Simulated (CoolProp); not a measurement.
Model: reference Helmholtz-energy equation of state, Lemmon 2005, in CoolProp. It is a short technical equation, of lower accuracy than the large ones.

Problem. For isobutene, give the phase and the Z, cv (kJ/(kg K)), expansivity (1/kK), fugacity coefficient at 249.05 °C and 162 bar.

Solution. 
- 249.05 °C and 162 bar: supercritical; Z 0.653, cv 2.36, expansivity 4.49, fugacity coefficient 0.548
